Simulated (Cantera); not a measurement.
Fe(CO)5 + N2 (iron carbonyl, mercury and lead vapours)

A closed system holds: 1 mol Fe(CO)5, a varied amount of N2, equilibrated at 1 atm.

These are equilibrium values from Cantera (NASA tables, ideal gas, pure condensed phases), not measurements of a reactor. Candidate condensed phases: C, Fe, Fe(CO)5, FeO, Fe2O3, Fe3O4; 27 gas species. Iron dissolves carbon and melts from about 1420 K in contact with it, which pure phases cannot show. Condensed phases not in the tables: cementite and carbon dissolved in iron. The numbers say what is thermodynamically allowed, not how fast it happens.

Task: Map the stable condensed phases over T = 1173, 1223, 1273, 1323, 1373, 1423, 1473, 1523, 1573, 1623, 1673 K and n(N2) in mol = 12, 14, 15, 17, 19, 22, 25, 28, 31, 35, 39, 44, 50.

Result: 
```
T in K \ n(N2) in mol
         12 14 15 17 19 22 25 28 31 35 39 44 50
   1673   A  A  A  A  A  A  A  A  A  A  A  A  A
   1623   A  A  A  A  A  A  A  A  A  A  A  A  A
   1573   B  A  A  A  A  A  A  A  A  A  A  A  A
   1523   B  B  B  B  B  B  A  A  A  A  A  A  A
   1473   B  B  B  B  B  B  B  B  B  B  A  A  A
   1423   B  B  B  B  B  B  B  B  B  B  B  B  B
   1373   B  B  B  B  B  B  B  B  B  B  B  B  B
   1323   B  B  B  B  B  B  B  B  B  B  B  B  B
   1273   B  B  B  B  B  B  B  B  B  B  B  B  B
   1223   B  B  B  B  B  B  B  B  B  B  B  B  B
   1173   B  B  B  B  B  B  B  B  B  B  B  B  B
```
A: Fe; B: C + Fe.
